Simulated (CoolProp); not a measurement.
Vapour-liquid equilibrium of R22 (1) + C3F8 (R218) (2) at 125 kPa; x and y are mole fractions of (1).

Model: multi-fluid Helmholtz-energy mixture model, Kamei 1995 and Lemmon 2006; pair parameters Bell 2016, in CoolProp.

Problem. Give the bubble temperature and the first vapour's composition at x = 0.2, 0.65, 0.8. Is there an azeotrope?

Solution. x = 0.2: 233.2 K, y = 0.407; x = 0.65: 230.5 K, y = 0.610; x = 0.8: 231.0 K, y = 0.666. y crosses x between x = 0.5 and 0.65: the model has an azeotrope there.

Pair parameters are fitted to limited data, so mixtures are less certain than the pure fluids.
